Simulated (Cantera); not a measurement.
## CsCl + H2O + N2 (halide evaporation, hydrolysis and transport)

A closed system holds: 1 mol CsCl, 14 mol H2O, 0.56 mol N2, equilibrated at 0.120 Torr.

Equilibrium computed with Cantera from the NASA thermochemical tables; the gas is ideal and each condensed phase is pure. Candidate condensed phases: Cs, CsCl, CsOH, H2O, NH4Cl; 37 gas species. Rates play no part.

| T (°C) | log p H2O | log p H | log p H2 | log p O2 | log p OH | log p O | log p CsCl | log p N2 | log p Cs | log p HCl | log p Cl |
|---|---|---|---|---|---|---|---|---|---|---|---|
| 1150 | -3.84 | -8.47 | -6.58 | -6.91 | -7.39 | -9.32 | -5.00 | -5.24 | -7.74 | -6.71 | -8.68 |
| 1250 | -3.85 | -7.73 | -6.18 | -6.51 | -6.90 | -8.51 | -5.00 | -5.24 | -7.20 | -6.52 | -8.16 |
| 1350 | -3.85 | -7.08 | -5.83 | -6.16 | -6.47 | -7.80 | -5.01 | -5.24 | -6.75 | -6.33 | -7.68 |
| 1450 | -3.86 | -6.50 | -5.53 | -5.85 | -6.10 | -7.17 | -5.03 | -5.25 | -6.38 | -6.15 | -7.23 |
| 1550 | -3.88 | -5.99 | -5.26 | -5.59 | -5.77 | -6.61 | -5.06 | -5.25 | -6.07 | -5.98 | -6.83 |
| 1650 | -3.91 | -5.54 | -5.04 | -5.36 | -5.49 | -6.12 | -5.10 | -5.27 | -5.83 | -5.83 | -6.46 |
| 1750 | -3.97 | -5.15 | -4.85 | -5.17 | -5.25 | -5.68 | -5.18 | -5.29 | -5.63 | -5.71 | -6.14 |
| 1850 | -4.07 | -4.80 | -4.71 | -5.03 | -5.07 | -5.30 | -5.31 | -5.33 | -5.48 | -5.65 | -5.88 |
| 1950 | -4.24 | -4.52 | -4.64 | -4.95 | -4.95 | -4.98 | -5.51 | -5.40 | -5.38 | -5.67 | -5.68 |
log p: log10 of the partial pressure in bar; nothing condenses.

From 1150 °C to 1950 °C nothing is condensed. The main Cs-bearing gas is CsCl at 1150 °C and Cs at 1950 °C.
